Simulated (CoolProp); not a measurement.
Properties of dimethyl carbonate along the isotherm 600 K (Tc = 557.0 K, pc = 4909 kPa, ω = 0.346).

Values from CoolProp's reference Helmholtz-energy equation of state, Zhou 2011.

| p (kPa) | phase | density (kg/m³) | speed of sound (m/s) | Joule-Thomson coefficient (K/MPa) | fugacity coefficient |
|---|---|---|---|---|---|
| 3070 | gas | 68.22 | 200.8 | 7.146 | (withheld) |
| 6140 | supercritical | 198.5 | 154.6 | 9.429 | (withheld) |
| 9200 | supercritical | 436.6 | 189.4 | 4.092 | 0.5471 |
| 12300 | supercritical | 541.1 | 271.1 | 1.763 | 0.4582 |
| 15300 | supercritical | 592.3 | 331.8 | 1.046 | 0.4052 |
| 18400 | supercritical | (withheld) | 382.7 | 0.6803 | 0.3693 |
| 21500 | supercritical | 654.1 | 425.9 | 0.4643 | 0.3449 |
| 24500 | supercritical | 674.7 | 462.4 | 0.3256 | 0.3283 |

Some entries are withheld; supply them.


- 3070, fugacity coefficient: 0.8376
- 6140, fugacity coefficient: 0.6836
- 18400, density (kg/m³): 627.6
